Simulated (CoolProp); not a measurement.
Model: reference Helmholtz-energy equation of state, Lemmon 2006, in CoolProp. It is a short technical equation, of lower accuracy than the large ones.

Question: For C3F8 (R218), give the phase and the speed of sound (m/s), fugacity coefficient at 297 K and 3.31 MPa; 411.4 K and 3.31 MPa; 424.1 K and 3.31 MPa.

Answer: 
- 297 K and 3.31 MPa: liquid; speed of sound 333, fugacity coefficient 0.240
- 411.4 K and 3.31 MPa: supercritical; speed of sound 110, fugacity coefficient 0.793
- 424.1 K and 3.31 MPa: supercritical; speed of sound 116, fugacity coefficient 0.816
